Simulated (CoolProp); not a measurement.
A simple Rankine cycle with cyclopentane: condensing at 309.15 K, boiler at 1.29 MPa, turbine inlet 468.3 K, turbine efficiency 0.75, pump efficiency 0.7, no recuperator. Each further row changes one setting.

Values from CoolProp's reference Helmholtz-energy equation of state, Gedanitz 2015.

```csv
case,thermal efficiency (%),net work (kJ/kg),heat in (kJ/kg),turbine exit temperature (K),volume ratio over the turbine
as stated,16.3,…,632,397.4,19.8
turbine inlet 488.3 K,16.2,110,676,419.0,19.6
condensing temperature 301.15 K,17.5,113,…,391.3,26.4
boiler pressure 0.903 MPa,14.7,94.7,642,408.1,13.5
turbine efficiency 0.65,14.1,…,632,…,20.2
```

Q: Complete the blanks.

A: 
- as stated, net work (kJ/kg): 103
- condensing temperature 301.15 K, heat in (kJ/kg): 647
- turbine efficiency 0.65, net work (kJ/kg): 89.3
- turbine efficiency 0.65, turbine exit temperature (K): 405.6
